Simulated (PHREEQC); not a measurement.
A solution holds 0.2 mol H2SO4 and 0.0049 mol CaCl2 per kg of water, at 20 °C. Closed to the air; pH follows from the charge balance.

The numbers come from PHREEQC with the ion-association model, phreeqc.dat.

This is a speciation only: nothing precipitates in the calculation.

**Question.** Predict the pH.

**Answer.** pH 0.74.

**Question.** In which forms is S present?

**Answer.** HSO4- 84 %, SO4-2 15 %, CaHSO4+ 0.7 % of the S.

Species that the database lacks are ignored.
